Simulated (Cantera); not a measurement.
Input (Python, Cantera):

```python
import numpy as np
import cantera as ct

gas = ct.Solution("gri30.yaml")
gas.TPX = 1298, 980, {'H2': 0.0053, 'O2': 1, 'N2': 0.3}
reactor = ct.IdealGasConstPressureReactor(gas, energy="off", clone=False)
net = ct.ReactorNet([reactor])
net.rtol, net.atol = 1e-08, 1e-18
show = ['H2', 'O2', 'NO', 'O', 'HO2', 'H']
times = np.geomspace(1e-05, 10, 10)

steps = ct.SolutionArray(gas, extra=["t"])
rows = []
print(f"{'t/s':>10s}{'T/K':>9s}{'P/Pa':>11s}" + "".join(f"{s:>11s}" for s in show))
for t in times:
    while net.time < t:
        t_next = net.step()
        steps.append(gas.state, t=t_next)
    rows.append([np.interp(t, steps.t, y) for y in (steps.T, steps.P, *steps(*show).X.T)])
    print(f"{t:10.3e}{rows[-1][0]:9.1f}{rows[-1][1]:11.4g}" + "".join(f"{x:11.3e}" for x in rows[-1][2:]))
rate = np.gradient(steps.T, steps.t)
print("integrator steps:", len(steps.t))
if steps.T.max() > steps.T[0] + 200:
    print(f"time of steepest temperature rise: {steps.t[rate.argmax()]:.4e} s")
gas.TPX = 1298, 980, {'H2': 0.0053, 'O2': 1, 'N2': 0.3}
gas.equilibrate("TP")
print(f"equilibrium (TP): T = {gas.T:.1f} K  " + "  ".join(f"{s} {gas[s].X[0]:.3e}" for s in show))
```

Result:

```
       t/s      T/K       P/Pa         H2         O2         NO          O        HO2          H
 1.000e-05   1298.0        980  4.060e-03  7.661e-01  1.897e-23  1.111e-11  1.164e-10  1.053e-10
 4.642e-05   1298.0        980  4.060e-03  7.661e-01  2.027e-21  1.905e-10  5.404e-10  3.529e-10
 2.154e-04   1298.0        980  4.060e-03  7.661e-01  1.435e-19  2.030e-09  2.509e-09  6.612e-10
 1.000e-03   1298.0        980  4.060e-03  7.661e-01  5.874e-18  1.667e-08  1.164e-08  1.520e-09
 4.642e-03   1298.0        980  4.060e-03  7.661e-01  5.499e-16  5.536e-07  5.429e-08  3.053e-08
 2.154e-02   1298.0        980  1.969e-04  7.624e-01  8.284e-11  3.285e-03  2.906e-07  1.219e-04
 1.000e-01   1298.0        980  8.548e-06  7.624e-01  1.411e-09  3.448e-03  1.877e-07  7.200e-05
 4.642e-01   1298.0        980  6.582e-06  7.631e-01  8.384e-09  2.630e-03  1.637e-07  4.818e-05
 2.154e+00   1298.0        980  2.652e-06  7.646e-01  2.510e-08  1.038e-03  9.901e-08  1.206e-05
 1.000e+01   1298.0        980  3.753e-07  7.655e-01  4.138e-08  1.444e-04  2.896e-08  6.322e-07
integrator steps: 961
equilibrium (TP): T = 1298.0 K  H2 3.956e-09  O2 7.654e-01  NO 4.052e-04  O 1.518e-06  HO2 6.148e-09  H 6.854e-10
```

Computed with Cantera and GRI-Mech 3.0 (53 species, 325 reactions). Radical loss at walls, strong at low pressure, is not modelled.
